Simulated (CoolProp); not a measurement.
Model: reference Helmholtz-energy equation of state, Thol 2019, in CoolProp.

Problem. For tetradecamethylhexasiloxane (MD4M), give the phase and the Z, cp (kJ/(kg K)), expansivity (1/kK) at 565.2 K and 0.165 MPa.

Solution. 
- 565.2 K and 0.165 MPa: gas; Z 0.839, cp 2.03, expansivity 3.42
